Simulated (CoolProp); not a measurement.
Vapour-liquid equilibrium of acetone (1) + toluene (2) at 269.5 K; x and y are mole fractions of (1).

Values from CoolProp's multi-fluid Helmholtz-energy mixture model, Lemmon 2006 and Lemmon 2006; pair parameters Bell 2016.

```json
[
 {"x": "0.05", "bubble pressure (kPa)": "1.497", "y at the bubble point": "0.544", "dew pressure at overall composition x (kPa)": "0.7515", "liquid density (mol/L)": "9.799"},
 {"x": "0.15", "bubble pressure (kPa)": "2.681", "y at the bubble point": "0.767", "dew pressure at overall composition x (kPa)": "0.8359", "liquid density (mol/L)": "10.12"},
 {"x": "0.25", "bubble pressure (kPa)": "3.536", "y at the bubble point": "0.838", "dew pressure at overall composition x (kPa)": "0.9416", "liquid density (mol/L)": "10.47"},
 {"x": "0.35", "bubble pressure (kPa)": "4.198", "y at the bubble point": "0.875", "dew pressure at overall composition x (kPa)": "1.078", "liquid density (mol/L)": "10.84"},
 {"x": "0.45", "bubble pressure (kPa)": "4.753", "y at the bubble point": "0.900", "dew pressure at overall composition x (kPa)": "1.260", "liquid density (mol/L)": "11.23"},
 {"x": "0.55", "bubble pressure (kPa)": "5.256", "y at the bubble point": "0.920", "dew pressure at overall composition x (kPa)": "1.515", "liquid density (mol/L)": "11.66"},
 {"x": "0.65", "bubble pressure (kPa)": "5.744", "y at the bubble point": "0.938", "dew pressure at overall composition x (kPa)": "1.898", "liquid density (mol/L)": "12.12"},
 {"x": "0.75", "bubble pressure (kPa)": "6.242", "y at the bubble point": "0.955", "dew pressure at overall composition x (kPa)": "2.529", "liquid density (mol/L)": "12.61"},
 {"x": "0.85", "bubble pressure (kPa)": "6.768", "y at the bubble point": "0.972", "dew pressure at overall composition x (kPa)": "3.727", "liquid density (mol/L)": "13.15"},
 {"x": "0.95", "bubble pressure (kPa)": "7.337", "y at the bubble point": "0.990", "dew pressure at overall composition x (kPa)": "6.101", "liquid density (mol/L)": "13.74"}
]
```

No azeotrope shows between x = 0.05 and 0.95.

The pair parameters rest on a limited set of measurements; away from them the model extrapolates. With so large a gap from Raoult's law the liquid may split in two, which this calculation doesn't test in full.
